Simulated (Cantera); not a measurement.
Feed: 1 mol SiCl4, 23 mol H2, a varied amount of C2H4, equilibrated at 1198.15 K and 0.825 Torr.

Equilibrium computed with Cantera from the NASA thermochemical tables; the gas is ideal and each condensed phase is pure. Candidate condensed phases: C, C6H6, C7H8, C8H18, Si, SiC; 109 gas species. Mutual solubility and eutectic melting of coexisting phases are not modelled. Equilibrium is a limit: real reactors are often held back by kinetics, nucleation or transport.

Q: What share of the Si ends up in condensed phases as a function of n(C2H4) (mol), at 0.016, 0.023, 0.033, 0.046, 0.064, 0.09, 0.13, 0.18, 0.25, 0.35, 0.49, 0.69, 0.97?

A: 
```
n(C2H4) (mol)  Si condensed (%)              as
-------------  ----------------  --------------
0.016                      27.2  Si(s) + SiC(s)
0.023                      27.2  Si(s) + SiC(s)
0.033                      27.2  Si(s) + SiC(s)
0.046                      27.2  Si(s) + SiC(s)
0.064                      27.3  Si(s) + SiC(s)
0.09                       27.4  Si(s) + SiC(s)
0.13                       27.5  Si(s) + SiC(s)
0.18                       36.0          SiC(s)
0.25                       50.0          SiC(s)
0.35                       70.0          SiC(s)
0.49                       98.0          SiC(s)
0.69                       99.6          SiC(s)
0.97                       99.6          SiC(s)
```
